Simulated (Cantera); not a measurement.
A perfectly stirred reactor is fed with 3.36 % H2, 95.9 % O2, 0.700 % H2O, equivalence ratio 0.018, at 2670 Pa; it is held at 1100 K, and followed from long to short residence time.

Computed with Cantera and GRI-Mech 3.0 (53 species, 325 reactions). Radical loss at walls, strong at low pressure, is not modelled. The temperature is held fixed by assumption; the heat of reaction is taken as removed at once.

Problem. Predict: x(H2) at τ = 7.90 s; x(O2) at τ = 7.90 s; x(OH) at τ = 7.90 s; x(H2O2) at τ = 7.90 s; x(H) at τ = 7.90 s; x(H2) at τ = 42.0 ms; x(O2) at τ = 42.0 ms; x(OH) at τ = 42.0 ms; x(H2O2) at τ = 42.0 ms; x(H) at τ = 42.0 ms.

Solution. 
- x(H2) at τ = 7.90 s: 4.27e-5
- x(O2) at τ = 7.90 s: 0.958
- x(OH) at τ = 7.90 s: 0.000182
- x(H2O2) at τ = 7.90 s: 7.21e-8
- x(H) at τ = 7.90 s: 4.60e-6
- x(H2) at τ = 42.0 ms: 0.000895
- x(O2) at τ = 42.0 ms: 0.953
- x(OH) at τ = 42.0 ms: 0.00113
- x(H2O2) at τ = 42.0 ms: 2.12e-7
- x(H) at τ = 42.0 ms: 0.000697
